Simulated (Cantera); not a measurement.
Feed: 1 mol CH3SiCl3, 0.03 mol C2H4, 4.5 mol H2, equilibrated at 0.230 bar.

Cantera equilibrium calculation (NASA polynomials, part measured and part estimated; ideal gas, pure solids and liquids). Candidate condensed phases: C, C6H6, C7H8, C8H18, Si, SiC; 109 gas species. The feed counts by its element totals alone. The tables' values for SiCl3 are old estimates; treat these amounts as uncertain. The numbers say what is thermodynamically allowed, not how fast it happens. All values below are at 877 °C.

Base state: H2 0.738, HCl 0.204, SiCl4 0.0505, SiHCl3 0.00372, CH4 0.00293, SiCl3 0.000837, SiCl2 0.000152, SiH2Cl2 3.43e-5 (mole fractions); condensed: C(graphite) + SiC(s).

### Question
What changes in the equilibrium state with this change: H2 from 4.5 to 11 mol?

### Answer
| species | before | after |
|---|---|---|
| H2 | 0.738 | 0.824 |
| HCl | 0.204 | 0.156 |
| SiCl4 | 0.0505 | 0.0140 |
| SiCl3 | 0.000837 | 0.000319 |
| SiHCl3 | 0.00372 | 0.00150 |
| C(graphite), mol | 0.434 | 0.228 |
| SiC(s), mol | 0.605 | 0.781 |
